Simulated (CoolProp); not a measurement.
Vapour-liquid equilibrium of p-xylene (1) + n-decane (2) at 36.15 °C; x and y are mole fractions of (1).

Values from CoolProp's multi-fluid Helmholtz-energy mixture model, Zhou 2012 and Lemmon 2006; pair parameters Bell 2016.

Problem. Give the bubble pressure and the first vapour's composition at x = 0.05, 0.275, 0.95. Is there an azeotrope?

Solution. x = 0.05: 0.0004952 MPa, y = 0.266; x = 0.275: 0.0009510 MPa, y = 0.703; x = 0.95: 0.002090 MPa, y = 0.989. No azeotrope shows between x = 0.05 and 0.95.

Pair parameters are fitted to limited data, so mixtures are less certain than the pure fluids.
